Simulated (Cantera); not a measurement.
An isothermal, constant-pressure homogeneous reactor starts with CH4 : H2 = 0.014 : 1 (molar parts), at 1775 K and 0.0267 bar.

Model: GRI-Mech 3.0 (53 species, 325 reactions), integrated in Cantera. GRI-Mech 3.0 stops at C3 and has no aromatics, soot or wall deposition, so with more carbon than oxygen in the feed, carbon stays in small species such as C2H2 where larger ones or solid carbon would form. Radical loss at walls, strong at low pressure, is not modelled.

### Question
Predict: x(CH4) at 2.00 s; x(H2) at 2.00 s; x(C2H2) at 2.00 s; x(H) at 2.00 s; x(C2H4) at 2.00 s; x(CH3) at 2.00 s; x(C2H6) at 2.00 s.

### Answer
* **x(CH4) at 2.00 s**: 0.00188 (gas-phase equilibrium 0.000150)
* **x(H2) at 2.00 s**: 0.990 (gas-phase equilibrium 0.991)
* **x(C2H2) at 2.00 s**: 0.00584 (gas-phase equilibrium 0.00672)
* **x(H) at 2.00 s**: 0.00174 (gas-phase equilibrium 0.00178)
* **x(C2H4) at 2.00 s**: 4.77e-6 (gas-phase equilibrium 4.92e-6)
* **x(CH3) at 2.00 s**: 6.66e-5 (gas-phase equilibrium 5.44e-6)
* **x(C2H6) at 2.00 s**: 1.89e-8 (gas-phase equilibrium 1.92e-10)
